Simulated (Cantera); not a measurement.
## Catalytic stagnation flow on Pt

A jet of CH4 : O2 : N2 = 0.063 : 0.14 : 0.79 (molar parts), equivalence ratio 0.90 at 300 K and 0.0340 bar hits a platinum plate 3.5 cm away at a mass flux of 0.048 kg/m²/s; the plate temperature is set and raised in steps from an oxygen-covered start.

Computed with Cantera and Deutschmann's 1995 Pt surface mechanism with GRI-Mech 3.0 gas chemistry. Catalytic surfaces can have several steady states; this one follows from the mechanism file's or the stated starting coverage.

| plate T (K) | wall x CH4 | wall x O2 | wall x H2O | wall x OH | wall x CO | wall x CO2 | θ free Pt | θ O* |
|---|---|---|---|---|---|---|---|---|
| 950 | 0.0402 | 0.0911 | 0.0435 | 1.53e-7 | 2.53e-5 | 0.0286 | 0.343 | 0.656 |
| 1000 | 0.0327 | 0.0751 | 0.0575 | 4.29e-7 | 2.89e-5 | 0.0379 | 0.430 | 0.569 |
| 1050 | 0.0266 | 0.0621 | 0.0687 | 1.05e-6 | 3.29e-5 | 0.0455 | 0.515 | 0.484 |
| 1100 | 0.0220 | 0.0525 | 0.0770 | 2.28e-6 | 3.81e-5 | 0.0510 | 0.596 | 0.403 |
| 1150 | 0.0187 | 0.0456 | 0.0829 | 4.52e-6 | 4.51e-5 | 0.0550 | 0.669 | 0.330 |
| 1200 | 0.0163 | 0.0408 | 0.0870 | 8.30e-6 | 5.51e-5 | 0.0578 | 0.734 | 0.266 |
x: mole fraction at the wall; θ: surface coverage.
